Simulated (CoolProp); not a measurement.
n-butane along the isobar 4.11 MPa: Z from the reference equation and from simpler models built on Tc = 425.1 K, pc = 3.796 MPa, ω = 0.201; each cubic takes its own stable root.

The numbers come from the reference Helmholtz-energy equation of state, Bücker 2006 in CoolProp.

| T (K) | phase | reference |
|---|---|---|
| 342.3 | liquid | 0.1595 |
| 371.2 | liquid | 0.1598 |
| 400.1 | liquid | 0.1674 |
| 429 | supercritical | 0.2474 |
| 457.9 | supercritical | 0.6276 |
| 486.8 | supercritical | 0.7310 |
| 515.7 | supercritical | 0.7951 |
| 544.6 | supercritical | 0.8400 |
| 573.5 | supercritical | 0.8734 |

Q: How far does each simpler model (van der Waals, Redlich-Kwong, Peng-Robinson) lie from the reference over these 9 states: mean and median of the absolute difference, and the worst?

A: 
- van der Waals: mean 23.5 %, median 4.3 %, worst +56.1 % at 342.3 K and 4.11 MPa
- Redlich-Kwong: mean 8.2 %, median 2.6 %, worst +19.0 % at 400.1 K and 4.11 MPa
- Peng-Robinson: mean 3.6 %, median 2.4 %, worst +13.1 % at 429 K and 4.11 MPa
